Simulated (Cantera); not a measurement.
A closed system holds: 1 mol SiO2, 0.77 mol SiCl4, a varied amount of H2, 5.9 mol HCl, equilibrated at 1400 °C and 3.00 Pa.

Method: chemical equilibrium by Gibbs-energy minimisation in Cantera with the NASA 1993 tables (ideal gas, pure condensed phases). Candidate condensed phases: H2O, Si, SiO2; 30 gas species. The tables' values for SiCl3 are old estimates; treat these amounts as uncertain. The tables hold silica as quartz up to 1696 K and as liquid above; real silica turns to tridymite and cristobalite and melts near 1996 K. Kinetics and transport are ignored.

x: gas mole fraction; n: condensed amount in mol.

```
n(H2) (mol)  x HCl    x Cl     x H2  x SiO         x H  n SiO2(β-quartz)
-----------  -----  ------  -------  -----  ----------  ----------------
0.32         0.616   0.236  0.00180  0.146  (withheld)             0.231
0.78         0.692   0.156  0.00522  0.145  (withheld)             0.229
1.2          0.740  0.0974   0.0152  0.144  (withheld)             0.225
1.7          0.752  0.0603   0.0411  0.141  (withheld)             0.214
2.1          0.741  0.0464   0.0672  0.137  (withheld)             0.202
2.6          0.719  0.0368    0.101  0.133  (withheld)             0.185
3.1          0.694  0.0310    0.133  0.129  (withheld)             0.166
3.5          0.675  0.0277    0.157  0.127  (withheld)             0.151
```

Problem. What belongs in the gaps?

Solution. 
- 0.32, x H: 0.000883
- 0.78, x H: 0.00150
- 1.2, x H: 0.00257
- 1.7, x H: 0.00421
- 2.1, x H: 0.00539
- 2.6, x H: 0.00659
- 3.1, x H: 0.00757
- 3.5, x H: 0.00823
